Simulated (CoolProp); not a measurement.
Model: reference Helmholtz-energy equation of state, Lemmon 2005, in CoolProp. It is a short technical equation, of lower accuracy than the large ones.

### Question
Give the vapour pressure (kPa), liquid density (kg/m³), vapour density (kg/m³), enthalpy of vaporisation (kJ/kg) of saturated cis-2-butene at 336.2 K.

### Answer
```json
[
 {"T (K)": "336.2", "p (kPa)": "625", "liquid density (kg/m³)": "567", "vapour density (kg/m³)": "14.6", "enthalpy of vaporisation (kJ/kg)": "348"}
]
```
